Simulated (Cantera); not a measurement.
A perfectly stirred reactor is fed with 5.38 % CO, 0.371 % H₂, 5.38 % CH₄, 15.8 % O₂, 59.1 % N₂, 14.0 % H₂O, at 1.01 bar; it is adiabatic with a 798 K inlet, and is followed from long to short residence time, starting on the burning branch (τ in s: 0.44, 0.14, 0.047, 0.015, 0.0049, 0.0016, 0.00052, 0.00017, 5.5e-05).

Detailed kinetics in Cantera: GRI-Mech 3.0 (53 species, 325 reactions).

x: mole fraction; the columns are a selection and need not sum to one.

```
τ (s)    T (K)     x CO     x H₂     x CH₄    x C₂H₆    x HO₂
-------  -----  -------  -------  --------  --------  -------
0.44      2225  0.00515  0.00230   3.98e-7    <1e-12  1.95e-6
0.14      2225  0.00539  0.00240   1.20e-6    <1e-12  2.02e-6
0.047     2219  0.00600  0.00266   3.28e-6  2.03e-12  2.15e-6
0.015     2199  0.00764  0.00339   8.65e-6  1.37e-11      [?]
0.0049    2158   0.0109  0.00491   2.02e-5  6.97e-11      [?]
0.0016    2089   0.0159  0.00737   4.60e-5  3.19e-10      [?]
0.00052   1994   0.0223   0.0105  0.000112   1.63e-9      [?]
0.00017   1877   0.0313   0.0133  0.000316   1.20e-8      [?]
5.5e-5    1708   0.0520   0.0143   0.00151   3.69e-7      [?]
```

**Question.** Complete the blanks.

**Answer.** 
- 0.015, x HO₂: 2.46e-6
- 0.0049, x HO₂: 3.34e-6
- 0.0016, x HO₂: 5.47e-6
- 0.00052, x HO₂: 9.80e-6
- 0.00017, x HO₂: 1.78e-5
- 5.5e-5, x HO₂: 4.23e-5
